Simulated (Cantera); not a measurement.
## Stirred combustor or abatement burner

A perfectly stirred reactor is fed with CH4 : C2H6 : C3H8 : O2 : N2 : H2O = 1 : 0.88 : 0.4 : 10.9 : 41 : 4.7 (molar parts), at 10.0 bar; it is adiabatic with a 425 K inlet, and is followed from long to short residence time, starting on the burning branch (τ in s: 0.048, 0.017, 0.0058, 0.002, 0.00071, 0.00025, 8.7e-05, 3e-05, 1.1e-05, 3.7e-06).

Detailed kinetics in Cantera: GRI-Mech 3.0 (53 species, 325 reactions). GRI-Mech 3.0 was tuned for natural gas; its chemistry of propane as a main component is partial and can be far from experiment.

| τ (s) | T (K) | x CH4 | x C2H6 | x C3H8 | x OH | x NO2 |
|---|---|---|---|---|---|---|
| 0.048 | 1754 | 3.13e-6 | 4.67e-7 | 2.08e-7 | 0.000395 | 3.48e-8 |
| 0.017 | 1752 | 6.64e-6 | 1.09e-6 | 5.02e-7 | 0.000484 | 3.43e-8 |
| 0.0058 | 1748 | 1.40e-5 | 2.54e-6 | 1.20e-6 | 0.000614 | 4.04e-8 |
| 0.0020 | 1739 | 3.00e-5 | 5.85e-6 | 2.83e-6 | 0.000771 | 4.54e-8 |
| 0.00071 | 1720 | 6.88e-5 | 1.39e-5 | 6.75e-6 | 0.000900 | 4.09e-8 |
| 0.00025 | 1652 | 0.000262 | 5.16e-5 | 2.41e-5 | 0.000684 | 2.42e-8 |
| 8.7e-5 | 425 | 0.0170 | 0.0149 | 0.00679 | <1e-12 | <1e-12 |
| 3.0e-5 | 425 | 0.0170 | 0.0149 | 0.00679 | <1e-12 | <1e-12 |
| 1.1e-5 | 425 | 0.0170 | 0.0149 | 0.00679 | <1e-12 | <1e-12 |
| 3.7e-6 | 425 | 0.0170 | 0.0149 | 0.00679 | <1e-12 | <1e-12 |
x: mole fraction; the columns are a selection and need not sum to one.
